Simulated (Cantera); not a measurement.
A Cantera script and what it prints.

```python
import numpy as np
import cantera as ct

gas_names = """
    CL CL2 H HCL H2 N NH NH2 NH3 N2 N2H2 N2H4 Si SiCL SiCL2 SiCL3 SiCL4 SiH SiHCL3 SiH2 SiH2CL2 SiH3
    SiH3CL SiH4 SiN Si2 Si2N Si3
""".split()
cond_names = """
    NH4CL(a) NH4CL(b) Si(cr) Si(L) Si3N4(a)
""".split()


def load(file, names, dense=False):
    # The tables refer to 1 bar. Condensed volumes are neglected.
    table = {s.name: s for s in ct.Species.list_from_file(file)}
    out = []
    for n in names:
        d = dict(table[n].input_data)
        d["thermo"] = dict(d["thermo"], **{"reference-pressure": 1e5})
        if dense:
            d["equation-of-state"] = {"model": "constant-volume", "density": "1e6 g/cm^3"}
        out.append(ct.Species.from_dict(d))
    return out


gas = ct.Solution(thermo="ideal-gas", species=load("nasa_gas.yaml", gas_names))
cond = {s.name: ct.Solution(thermo="fixed-stoichiometry", species=[s], name=s.name)
        for s in load("nasa_condensed.yaml", cond_names, dense=True)}
atoms = {
    'SiH2Cl2': {'Si': 1, 'H': 2, 'CL': 2},
    'N2': {'N': 2},
}
top_T = {'Si3N4(a)': 2400}  # K; cautious upper limits of use, not melting points


def equilibrate(T, P, feed):
    n = {}
    for name, mol in feed.items():
        for a, k in atoms[name].items():
            n[a] = n.get(a, 0.0) + k * mol
    gas.TPX = T, P, n
    mass = sum(n.values()) * gas.mean_molecular_weight
    gas.equilibrate("TP")
    valid = [c for c in cond.values() if c.min_temp <= T <= top_T.get(c.name, c.max_temp)]
    mix = ct.Mixture([(gas, mass / gas.mean_molecular_weight)] + [(c, 0.0) for c in valid])
    mix.T, mix.P = T, P
    mix.equilibrate("TP", solver="vcs", rtol=1e-11, max_steps=5000)
    return mix


results = []
feed = {'SiH2Cl2': 1, 'N2': 12}  # mol
P = 100000  # Pa
for T in [1173, 1223, 1273, 1323, 1373, 1423, 1473, 1523, 1573, 1623, 1673, 1723, 1773]:
    mix = equilibrate(T, P, feed)
    results.append((T, P, feed, dict(zip(mix.species_names, mix.species_moles))))
    x = sorted(zip(gas.X, gas.species_names), reverse=True)
    print(f"T = {T:g} K  P = {P:g} Pa  gas = {mix.phase_moles(0):.4g} mol")
    print("   x: " + "  ".join(f"{s} {v:.3e}" for v, s in x if v > 1e-05))
    print("   condensed (mol): " + ("  ".join(f"{mix.phase(i).name} {mix.phase_moles(i):.4g}"
          for i in range(1, mix.n_phases) if mix.phase_moles(i) > 1e-12) or "none"))
```

It prints:

```
T = 1173 K  P = 100000 Pa  gas = 13.27 mol
   x: N2 8.641e-01  HCL 9.134e-02  H2 2.964e-02  SiCL4 1.471e-02  SiHCL3 1.112e-04  SiCL3 7.448e-05
   condensed (mol): Si3N4(a) 0.2674
T = 1223 K  P = 100000 Pa  gas = 13.27 mol
   x: N2 8.638e-01  HCL 9.268e-02  H2 2.895e-02  SiCL4 1.429e-02  SiCL3 1.457e-04  SiHCL3 1.378e-04  SiCL2 1.184e-05
   condensed (mol): Si3N4(a) 0.2688
T = 1273 K  P = 100000 Pa  gas = 13.27 mol
   x: N2 8.635e-01  HCL 9.384e-02  H2 2.834e-02  SiCL4 1.387e-02  SiCL3 2.693e-04  SiHCL3 1.674e-04  SiCL2 3.428e-05
   condensed (mol): Si3N4(a) 0.2699
T = 1323 K  P = 100000 Pa  gas = 13.27 mol
   x: N2 8.632e-01  HCL 9.483e-02  H2 2.781e-02  SiCL4 1.341e-02  SiCL3 4.725e-04  SiHCL3 1.995e-04  SiCL2 9.109e-05
   condensed (mol): Si3N4(a) 0.2706
T = 1373 K  P = 100000 Pa  gas = 13.28 mol
   x: N2 8.629e-01  HCL 9.561e-02  H2 2.739e-02  SiCL4 1.287e-02  SiCL3 7.894e-04  SiHCL3 2.332e-04  SiCL2 2.239e-04
   condensed (mol): Si3N4(a) 0.2708
T = 1423 K  P = 100000 Pa  gas = 13.29 mol
   x: N2 8.626e-01  HCL 9.612e-02  H2 2.708e-02  SiCL4 1.221e-02  SiCL3 1.256e-03  SiCL2 5.116e-04  SiHCL3 2.670e-04
   condensed (mol): Si3N4(a) 0.2703
T = 1473 K  P = 100000 Pa  gas = 13.3 mol
   x: N2 8.622e-01  HCL 9.626e-02  H2 2.693e-02  SiCL4 1.134e-02  SiCL3 1.901e-03  SiCL2 1.090e-03  SiHCL3 2.982e-04
   condensed (mol): Si3N4(a) 0.2685
T = 1523 K  P = 100000 Pa  gas = 13.31 mol
   x: N2 8.617e-01  HCL 9.590e-02  H2 2.701e-02  SiCL4 1.022e-02  SiCL3 2.722e-03  SiCL2 2.166e-03  SiHCL3 3.229e-04  CL 1.082e-05
   condensed (mol): Si3N4(a) 0.2649
T = 1573 K  P = 100000 Pa  gas = 13.34 mol
   x: N2 8.610e-01  HCL 9.483e-02  H2 2.739e-02  SiCL4 8.778e-03  SiCL2 4.006e-03  SiCL3 3.657e-03  SiHCL3 3.361e-04  CL 1.852e-05
   condensed (mol): Si3N4(a) 0.2587
T = 1623 K  P = 100000 Pa  gas = 13.37 mol
   x: N2 8.601e-01  HCL 9.284e-02  H2 2.819e-02  SiCL4 7.071e-03  SiCL2 6.864e-03  SiCL3 4.560e-03  SiHCL3 3.326e-04  CL 3.011e-05  H 1.160e-05
   condensed (mol): Si3N4(a) 0.2494
T = 1673 K  P = 100000 Pa  gas = 13.42 mol
   x: N2 8.591e-01  HCL 8.972e-02  H2 2.950e-02  SiCL2 1.084e-02  SiCL4 5.250e-03  SiCL3 5.224e-03  SiHCL3 3.097e-04  CL 4.645e-05  H 1.956e-05
   condensed (mol): Si3N4(a) 0.2366
T = 1723 K  P = 100000 Pa  gas = 13.47 mol
   x: N2 8.580e-01  HCL 8.537e-02  H2 3.140e-02  SiCL2 1.578e-02  SiCL3 5.471e-03  SiCL4 3.559e-03  SiHCL3 2.696e-04  CL 6.805e-05  H 3.231e-05
   condensed (mol): Si3N4(a) 0.2207
T = 1773 K  P = 100000 Pa  gas = 13.53 mol
   x: N2 8.571e-01  HCL 7.991e-02  H2 3.383e-02  SiCL2 2.127e-02  SiCL3 5.263e-03  SiCL4 2.212e-03  SiHCL3 2.196e-04  CL 9.500e-05  H 5.232e-05
   condensed (mol): Si3N4(a) 0.2027
```

Equilibrium computed with Cantera from the NASA thermochemical tables; the gas is ideal and each condensed phase is pure. N2 is the only nitrogen source here; it is nearly inert below about 1500 K, so the nitride shown seldom forms there in practice. The tables' values for SiCl3 are old estimates; treat these amounts as uncertain.
